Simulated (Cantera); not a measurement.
**Silicon epitaxy and polysilicon growth: Si2H6 + HCl + N2**

A closed system holds: 1 mol Si2H6, 0.061 mol HCl, 170 mol N2, at 1277 °C and 0.320 bar.

Equilibrium computed with Cantera from the NASA thermochemical tables; the gas is ideal and each condensed phase is pure. Candidate condensed phases: NH4Cl, Si, Si3N4; 28 gas species. The feed counts by its element totals alone. The numbers say what is thermodynamically allowed, not how fast it happens.

| Item | Result |
|---|---|
| x(N2) | 0.982 |
| x(H2) | 0.0175 |
| x(HCl) | 0.000355 |
| x(H) | 7.36e-6 |
| n(Si3N4(s)) | 0.667 mol |
| gas amount | 171.7 mol |
| log10 activity of Si(s) (absent) | -2.27 |
